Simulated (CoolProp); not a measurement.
Vapour-liquid equilibrium of R125 (1) + R115 (2) at 295.7 K; x and y are mole fractions of (1).

Values from CoolProp's multi-fluid Helmholtz-energy mixture model, Lemmon 2005 and Lemmon 2016; pair parameters Bell 2016.

```csv
x,bubble pressure (bar),y at the bubble point,dew pressure at overall composition x (bar),liquid density (mol/L)
0.05,9.009,0.093,8.756,8.440
0.15,9.942,0.240,9.363,8.519
0.25,10.71,0.355,10.01,8.611
0.35,11.34,0.451,10.68,8.719
0.45,11.86,0.536,11.34,8.845
0.55,12.28,0.615,11.94,8.994
0.65,12.61,0.692,12.44,9.169
0.75,12.84,0.771,12.79,9.373
0.85,12.96,0.855,12.96,9.609
0.95,12.96,0.948,12.96,9.880
```

y crosses x between x = 0.85 and 0.95: the model has an azeotrope there.

The pair parameters rest on a limited set of measurements; away from them the model extrapolates.
